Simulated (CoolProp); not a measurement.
Vapour-liquid equilibrium of ethanol (1) + acetone (2) at 464 K; x and y are mole fractions of (1).

Model: multi-fluid Helmholtz-energy mixture model, Schroeder 2014 and Lemmon 2006; pair parameters Bell 2016, in CoolProp.

```tsv
x	bubble pressure (bar)	y at the bubble point	dew pressure at overall composition x (bar)	liquid density (mol/L)
0.05	24.33	0.062	24.23	9.351
0.125	25.04	0.148	[?]	9.484
0.2	[?]	[?]	[?]	9.634
0.275	26.08	0.301	25.93	9.804
0.35	26.43	0.372	[?]	9.994
0.425	26.66	0.440	26.62	10.21
0.5	26.78	0.506	26.77	[?]
0.575	26.80	0.572	26.80	10.69
0.65	26.72	0.639	26.69	10.96
0.725	26.53	0.707	26.46	[?]
0.8	26.23	0.779	26.13	11.57
0.875	25.82	0.856	25.70	11.90
0.95	25.28	0.939	25.21	12.25
```

Problem. What belongs in the gaps?

Solution. 
- 0.125, dew pressure at overall composition x (bar): 24.86
- 0.2, bubble pressure (bar): 25.63
- 0.2, y at the bubble point: 0.227
- 0.2, dew pressure at overall composition x (bar): 25.44
- 0.35, dew pressure at overall composition x (bar): 26.33
- 0.5, liquid density (mol/L): 10.44
- 0.725, liquid density (mol/L): 11.26

y crosses x between x = 0.5 and 0.575: the model has an azeotrope there.

The pair parameters rest on a limited set of measurements; away from them the model extrapolates.
